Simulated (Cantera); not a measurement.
Charge: 1 mol MgO, 0.2 mol O2, 0.44 mol SO2, held at 1577 °C and 100 Torr.

Method: chemical equilibrium by Gibbs-energy minimisation in Cantera with the NASA 1993 tables (ideal gas, pure condensed phases). Candidate condensed phases: Mg, MgO, MgS, MgSO4, S; 14 gas species. The numbers say what is thermodynamically allowed, not how fast it happens.

Base state: SO2 0.686, O2 0.312, SO3 0.00124, O 0.000295, SO 0.000115 (mole fractions); condensed: MgO(s).

Q: What changes in the equilibrium state with this change: temperature from 1577 °C to 1275 °C?

A: 
```json
[
 {"species": "SO2", "before": "0.686", "after": "0.685"},
 {"species": "O2", "before": "0.312", "after": "0.311"},
 {"species": "SO3", "before": "0.00124", "after": "0.00411"},
 {"species": "SO", "before": "0.000115", "after": "2.51e-6"},
 {"species": "O", "before": "0.000295", "after": "1.17e-5"},
 {"species": "MgO(s), mol", "before": "1.00", "after": "1.00"}
]
```

Q: What changes in the equilibrium state with this change: pressure from 100 Torr to 975 Torr?

A: 
| species | before | after |
|---|---|---|
| SO2 | 0.686 | 0.685 |
| O2 | 0.312 | 0.311 |
| SO3 | 0.00124 | 0.00386 |
| O | 0.000295 | 9.43e-5 |
| SO | 0.000115 | 3.68e-5 |
| MgO(s), mol | 1.00 | 1.00 |

Q: What changes in the equilibrium state with this change: 0.62 mol H2S added?

A: 
```tsv
species	before	after
H2O	0	0.341
SO2	0.686	0.283
S2	<1e-9	0.217
O2	0.312	6.66e-7
H2	0	0.0971
H2S	0	0.0152
SO	0.000115	0.0324
SH	0	0.00724
S2O	<1e-9	0.00480
H	0	0.000460
MgO(s), mol	1.00	1.000
```
Further candidate phases: H2O, H2SO4, Mg(OH)2.
